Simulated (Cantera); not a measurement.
Charge: 1 mol toluene, 0.1 mol H2O, equilibrated at 27.0 mbar.

Method: chemical equilibrium by Gibbs-energy minimisation in Cantera with the NASA 1993 tables (ideal gas, pure condensed phases). Candidate condensed phases: C, C6H6, C7H8, C8H18, H2O; 110 gas species. The numbers say what is thermodynamically allowed, not how fast it happens.

log p: log10 of the partial pressure in bar; n: condensed amount in mol.

| T (K) | log p H2 | log p H | log p CO | log p C2H2 (acetylene) | log p C2H | log p C4H2 | n C(graphite) |
|---|---|---|---|---|---|---|---|
| 2150 | -1.59 | -3.17 | -3.20 | -4.30 | -7.41 | -7.41 | 6.88 |
| 2200 | -1.60 | -3.05 | -3.20 | -4.19 | -7.10 | -7.17 | 6.88 |
| 2250 | -1.60 | -2.93 | -3.20 | -4.08 | -6.81 | -6.94 | 6.87 |
| 2300 | -1.61 | -2.82 | -3.20 | -3.97 | -6.53 | -6.72 | 6.87 |
| 2350 | -1.61 | -2.71 | -3.21 | -3.87 | -6.26 | -6.52 | 6.86 |
| 2400 | -1.62 | -2.61 | -3.21 | -3.78 | -6.01 | -6.32 | 6.85 |
| 2450 | -1.64 | ? | -3.22 | ? | ? | ? | 6.83 |
| 2500 | -1.65 | -2.42 | -3.22 | -3.62 | -5.53 | -5.97 | 6.82 |
| 2550 | -1.67 | ? | -3.23 | ? | ? | ? | 6.80 |
| 2600 | -1.69 | -2.26 | -3.24 | -3.48 | -5.10 | -5.65 | 6.78 |

### Question
Complete the blanks.

### Answer

- 2550, log p H: -2.34
- 2550, log p C2H2 (acetylene): -3.54
- 2550, log p C2H: -5.31
- 2550, log p C4H2: -5.80
- 2450, log p H: -2.51
- 2450, log p C2H2 (acetylene): -3.70
- 2450, log p C2H: -5.77
- 2450, log p C4H2: -6.14
